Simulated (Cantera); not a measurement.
A closed system holds: 1 mol B₂O₃, 9.9 mol NH₃, 5.4 mol N₂, equilibrated at 977 °C and 0.0133 bar.

Equilibrium computed with Cantera from the NASA thermochemical tables; the gas is ideal and each condensed phase is pure. Candidate condensed phases: B, BN, B₂O₃, B₃O₃H₃, H₂O; 39 gas species. Mutual solubility and eutectic melting of coexisting phases are not modelled. The numbers say what is thermodynamically allowed, not how fast it happens.

Base state: H₂ 0.588, N₂ 0.410, H₂O 0.000903, HBO₂ 0.000428, HBO 2.35e-5 (mole fractions); condensed: BN(s) + B₂O₃(l).

**Question.** What changes in the equilibrium state with this change: B₂O₃ replaced by B?

**Answer.** 
| species | before | after |
|---|---|---|
| H₂ | 0.588 | 0.601 |
| N₂ | 0.410 | 0.399 |
| H₂O | 0.000903 | 0 |
| HBO₂ | 0.000428 | 0 |
| HBO | 2.35e-5 | 0 |
| BN(s), mol | 0.0186 | 1.00 |
| B₂O₃(l), mol | 0.985 | 0 |
